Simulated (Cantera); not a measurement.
Input (Python, Cantera):

```python
import numpy as np
import cantera as ct

surf = ct.Interface("ptcombust.yaml", "Pt_surf")
gas = surf.adjacent["gas"]
gas.TPX = 1150, 110000, {'CH4': 0.0041, 'O2': 0.03, 'N2': 0.79}
surf.TP = 1150, 110000
reactor = ct.FlowReactor(gas, clone=False)
reactor.area = 0.0001  # m2
reactor.surface_area_to_volume_ratio = 7900  # 1/m
reactor.mass_flow_rate = 0.89 * reactor.area * gas.density  # inlet velocity 0.89 m/s
reactor.energy_enabled = False
wall = ct.ReactorSurface(surf, reactor, clone=False)
net = ct.ReactorNet([reactor])
net.rtol, net.atol = 1e-8, 1e-16
show, cover = ['CH4', 'O2', 'H2O', 'CO2', 'CO'], ['PT(S)', 'H(S)', 'O(S)', 'OH(S)', 'CO(S)', 'C(S)']

rows = []
print(f"{'z/m':>9s}{'u/(m/s)':>9s}" + "".join(f"{s:>13s}" for s in show + cover))
for z in [0.00042, 0.0007, 0.0012, 0.0019, 0.0032, 0.0054, 0.009, 0.015, 0.025, 0.042]:
    net.advance(z)
    rows.append([reactor.speed, *gas[show].X, *surf[cover].coverages])
    print(f"{z:9.4g}{rows[-1][0]:9.3g}" + "".join(f"{x:13.4e}" for x in rows[-1][1:]))
```

Output:

```
      z/m  u/(m/s)          CH4           O2          H2O          CO2           CO        PT(S)         H(S)         O(S)        OH(S)        CO(S)         C(S)
  0.00042     0.89   8.7143e-04   2.8208e-02   8.1972e-03   4.0958e-03   1.1192e-06   4.4412e-01   2.0232e-06   5.5454e-01   1.3418e-03   1.8789e-06   2.2728e-08
   0.0007     0.89   2.6238e-04   2.6991e-02   9.4135e-03   4.7044e-03   3.3939e-07   4.4630e-01   2.1852e-06   5.5225e-01   1.4364e-03   5.7469e-07   6.9498e-09
   0.0012     0.89   3.0316e-05   2.6527e-02   9.8776e-03   4.9366e-03   3.9779e-08   4.4716e-01   2.2455e-06   5.5136e-01   1.4709e-03   6.6947e-08   8.0785e-10
   0.0019     0.89   1.5069e-06   2.6469e-02   9.9360e-03   4.9659e-03   2.3779e-09   4.4727e-01   2.2531e-06   5.5125e-01   1.4752e-03   3.4504e-09   4.0187e-11
   0.0032     0.89   2.4247e-08   2.6464e-02   9.9399e-03   4.9679e-03   3.5892e-10   4.4728e-01   2.2536e-06   5.5124e-01   1.4755e-03   1.5177e-10   6.4667e-13
   0.0054     0.89   5.2448e-09   2.6463e-02   9.9408e-03   4.9684e-03   2.6314e-10   4.4728e-01   2.2537e-06   5.5124e-01   1.4755e-03   8.8509e-11   1.3988e-13
    0.009     0.89   6.2632e-10   2.6462e-02   9.9417e-03   4.9689e-03   1.9039e-10   4.4728e-01   2.2538e-06   5.5123e-01   1.4756e-03   5.8287e-11   1.6704e-14
    0.015     0.89   3.6984e-11   2.6461e-02   9.9426e-03   4.9695e-03   1.2381e-10   4.4729e-01   2.2540e-06   5.5123e-01   1.4757e-03   3.7233e-11   9.8643e-16
    0.025     0.89   1.7349e-11   2.6461e-02   9.9438e-03   4.9700e-03   7.5905e-11   4.4729e-01   2.2541e-06   5.5123e-01   1.4757e-03   2.2816e-11   4.6273e-16
    0.042     0.89   9.3367e-12   2.6460e-02   9.9450e-03   4.9706e-03   5.4231e-11   4.4729e-01   2.2543e-06   5.5123e-01   1.4758e-03   1.6296e-11   2.4904e-16
```

Model: Deutschmann's 1995 Pt surface mechanism with GRI-Mech 3.0 gas chemistry, integrated in Cantera. Catalytic surfaces can have several steady states; this one follows from the mechanism file's or the stated starting coverage. Mass transfer to the wall is taken as infinitely fast.
